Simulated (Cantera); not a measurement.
A perfectly stirred reactor is fed with N2O : H2 : N2 = 0.39 : 0.0038 : 4.4 (molar parts), at 0.0133 bar; it is held at 1375 K, and followed from long to short residence time.

Model: GRI-Mech 3.0 (53 species, 325 reactions), integrated in Cantera. GRI-Mech 3.0 was tuned for natural gas; its chemistry of N2O as a main component is partial and can be far from experiment. Radical loss at walls, strong at low pressure, is not modelled. The mechanism lacks 2 NO + O2 → 2 NO2 and HONO, so NO2 and the effect of NO are under-described below about 1400 K.

x: mole fraction; the columns are a selection and need not sum to one.

```csv
τ (s),x N2O,x H2,x NO,x N2,x OH,x NO2,x H2O
3.6,0.0518,___,0.00456,0.931,1.97e-5,8.59e-6,0.000751
1.3,0.0672,___,0.00212,0.925,2.30e-5,9.75e-6,0.000726
0.48,0.0751,___,0.000857,0.921,2.74e-5,7.25e-6,0.000667
0.18,0.0786,___,0.000330,0.919,3.18e-5,3.26e-6,0.000557
0.065,0.0802,___,0.000122,0.919,3.35e-5,9.12e-7,0.000374
0.024,0.0809,___,4.45e-5,0.918,2.75e-5,1.85e-7,0.000167
0.0087,0.0812,___,1.34e-5,0.918,1.43e-5,1.58e-8,3.75e-5
```

Problem. Some entries are withheld; supply them.

Solution. 
- 3.6, x H2: 2.11e-5
- 1.3, x H2: 5.01e-5
- 0.48, x H2: 0.000109
- 0.18, x H2: 0.000218
- 0.065, x H2: 0.000400
- 0.024, x H2: 0.000609
- 0.0087, x H2: 0.000746
